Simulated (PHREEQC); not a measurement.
## Alkaline etch or developer: an equilibrium model

Make-up at 46 °C: 0.058 mol TMAH, 0.0028 mol CO2 and 0.29 mol K2HPO4 per kg of water. Closed to the air; pH follows from the charge balance.

Model: ion-association model, phreeqc.dat, run in PHREEQC.

No solid was allowed to form.

What pH does the model give?

pH 10.33.

In which forms is K present?

K+ 94 %, KHPO4- 5.6 % of the K.

The ionic strength is past about 0.7 mol/kgw, beyond the range of this activity model, so the values are rough. (CH3)4N+ isn't in the database: it is added as a free cation with an ion size of 4 Å. Away from 25 °C the constants follow the database's enthalpies or fits; those with neither stay at their 25 °C values.
